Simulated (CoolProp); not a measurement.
R113 at several states: fugacity coefficient from the reference equation and from simpler models built on Tc = 214.1 °C, pc = 3.392 MPa, ω = 0.253; each cubic takes its own stable root.

Model: reference Helmholtz-energy equation of state, Marx 1992, in CoolProp.

```
T (°C)  p (MPa)   phase  reference
------  -------  ------  ---------
143.35     1.94  liquid     0.4748
194.05    0.037     gas     0.9958
211.45    0.039     gas     0.9961
169.85     5.84  liquid     0.2708
86.75     0.385  liquid     0.7539
```

Q: How far does each simpler model (van der Waals, Redlich-Kwong, Soave-Redlich-Kwong) lie from the reference over these 5 states: mean and median of the absolute difference, and the worst?

A: 
- van der Waals: mean 22.1 %, median 23.6 %, worst +49.5 % at 143.35 °C and 1.94 MPa
- Redlich-Kwong: mean 10.1 %, median 12.4 %, worst +20.8 % at 86.75 °C and 0.385 MPa
- Soave-Redlich-Kwong: mean 1.1 %, median 0.7 %, worst +3.4 % at 169.85 °C and 5.84 MPa

At some of these states van der Waals, Redlich-Kwong gives the other phase, because its saturation line lies elsewhere.
